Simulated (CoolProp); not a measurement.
Dimethyl carbonate along the isobar 3.24 MPa: Z from the reference equation and from simpler models built on Tc = 283.9 °C, pc = 4.909 MPa, ω = 0.346; each cubic takes its own stable root.

Values from CoolProp's reference Helmholtz-energy equation of state, Zhou 2011.

```csv
T (°C),phase,reference
18.15,liquid,0.1121
35.55,liquid,0.1080
52.95,liquid,0.1046
70.35,liquid,0.1016
87.75,liquid,0.09904
105.15,liquid,0.09692
122.55,liquid,0.09518
139.95,liquid,0.09382
157.35,liquid,0.09287
```

How far does each simpler model (Soave-Redlich-Kwong, Peng-Robinson) lie from the reference over these 9 states: mean and median of the absolute difference, and the worst?


- Soave-Redlich-Kwong: mean 12.2 %, median 11.9 %, worst +13.1 % at 18.15 °C and 3.24 MPa
- Peng-Robinson: mean 0.8 %, median 0.8 %, worst -1.2 % at 122.55 °C and 3.24 MPa
